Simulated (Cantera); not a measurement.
Charge: 1 mol H2S, 0.73 mol H2O, 6.6 mol N2, equilibrated at 2975 °C and 1700000 Pa.

Method: chemical equilibrium by Gibbs-energy minimisation in Cantera with the NASA 1993 tables (ideal gas, pure condensed phases). Equilibrium is a limit: real reactors are often held back by kinetics, nucleation or transport.

| species | before | after |
|---|---|---|
| N2 | 0.720 | 0.771 |
| H2O | 0.0436 | 0.0837 |
| H2S | 0.00504 | 0.0625 |
| H2 | 0.116 | 0.0552 |
| H | 0.0264 | 6.62e-6 |
| S | 0.0173 | 9.83e-6 |
| SO | 0.0206 | 0.000117 |
| SH | 0.0190 | 0.00114 |
| S2 | 0.0208 | 0.0260 |
| O | 0.000533 | <1e-9 |
| O2 | 7.82e-5 | <1e-9 |
| NO | 0.00116 | 3.22e-8 |
| N | 1.26e-5 | <1e-9 |
| OH | 0.00393 | 4.85e-7 |
| SN | 0.000373 | 4.11e-7 |
Gas species are given as mole fractions.

Q: Name the change that produced these shifts.
(A) N2 from 6.6 to 0.21 mol
(B) temperature from 2975 °C to 502 °C
(C) pressure from 1700000 Pa to 101000 Pa
(D) temperature from 2975 °C to 1402 °C

A: D, temperature from 2975 °C to 1402 °C
